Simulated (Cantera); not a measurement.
Feed: 1 mol MgO, 40 mol HF, 1.2 mol H2, equilibrated at 57.0 Pa.

Method: chemical equilibrium by Gibbs-energy minimisation in Cantera with the NASA 1993 tables (ideal gas, pure condensed phases). Candidate condensed phases: H2O, Mg, MgF2, MgO, Mg(OH)2; 31 gas species. Equilibrium is a limit: real reactors are often held back by kinetics, nucleation or transport.

log p: log10 of the partial pressure in bar; n: condensed amount in mol.

| T (K) | log p HF | log p H2 | log p H2O | log p MgF2 | log p H | log p MgF | log p Mg2F4 | n MgF2(s) | n MgO(s) |
|---|---|---|---|---|---|---|---|---|---|
| 600 | -3.27 | -4.77 | -4.85 | <-15 | <-15 | <-15 | <-15 | 1.00 | 0 |
| 675 | -3.27 | -4.77 | -4.85 | <-15 | <-15 | <-15 | <-15 | 1.00 | 0 |
| 750 | -3.27 | -4.77 | -4.85 | <-15 | -14.88 | <-15 | <-15 | 1.00 | 0 |
| 825 | -3.27 | -4.77 | -4.85 | -15.11 | -13.49 | <-15 | <-15 | 1.00 | 0 |
| 900 | -3.27 | -4.77 | -4.85 | -13.07 | -12.32 | <-15 | <-15 | 1.00 | 0 |
| 975 | -3.27 | -4.77 | -4.85 | ___ | ___ | <-15 | <-15 | 1.00 | 0 |
| 1050 | -3.27 | -4.77 | -4.85 | -9.88 | -10.48 | <-15 | <-15 | 1.000 | 0 |
| 1125 | -3.27 | -4.77 | -4.85 | ___ | ___ | ___ | ___ | 1.000 | 0 |
| 1200 | -3.27 | -4.77 | -4.85 | -7.52 | -9.09 | -12.39 | -12.21 | 0.998 | 0 |
| 1275 | -3.27 | -4.77 | -4.85 | -6.55 | -8.52 | -10.88 | -10.92 | 0.980 | 0 |
| 1350 | -3.27 | -4.77 | -4.85 | -5.70 | -8.01 | -9.54 | -9.77 | 0.859 | 0 |
| 1425 | -3.27 | -4.78 | -4.98 | -4.98 | -7.56 | -8.38 | -8.83 | 0 | 0.237 |

### Question
Some entries are withheld; supply them.

### Answer

- 975, log p MgF2: -11.35
- 975, log p H: -11.33
- 1125, log p MgF2: -8.62
- 1125, log p H: -9.74
- 1125, log p MgF: -14.11
- 1125, log p Mg2F4: -13.68
